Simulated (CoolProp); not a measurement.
Octamethyltrisiloxane (MDM) along the isotherm 301.85 °C: density (kg/m³) from the reference equation and from simpler models built on Tc = 292.2 °C, pc = 1.438 MPa, ω = 0.528; each cubic takes its own stable root.

Model: reference Helmholtz-energy equation of state, Thol 2017, in CoolProp.

```csv
p (MPa),phase,reference
1.6,supercritical,217.2
3.19,supercritical,463.2
4.79,supercritical,501.7
6.39,supercritical,525.7
7.99,supercritical,543.7
9.58,supercritical,558.0
11.2,supercritical,570.3
12.8,supercritical,580.8
14.4,supercritical,590.1
```

**Question.** How far does each simpler model (ideal gas, van der Waals, Redlich-Kwong, Soave-Redlich-Kwong, Peng-Robinson) lie from the reference over these 9 states: mean and median of the absolute difference, and the worst?

**Answer.** 
- ideal gas: mean 33.0 %, median 27.3 %, worst -65.9 % at 301.85 °C and 3.19 MPa
- van der Waals: mean 24.1 %, median 25.8 %, worst -27.0 % at 301.85 °C and 3.19 MPa
- Redlich-Kwong: mean 6.4 %, median 5.5 %, worst +11.3 % at 301.85 °C and 1.6 MPa
- Soave-Redlich-Kwong: mean 6.8 %, median 6.1 %, worst -12.7 % at 301.85 °C and 3.19 MPa
- Peng-Robinson: mean 4.7 %, median 4.5 %, worst +7.7 % at 301.85 °C and 14.4 MPa
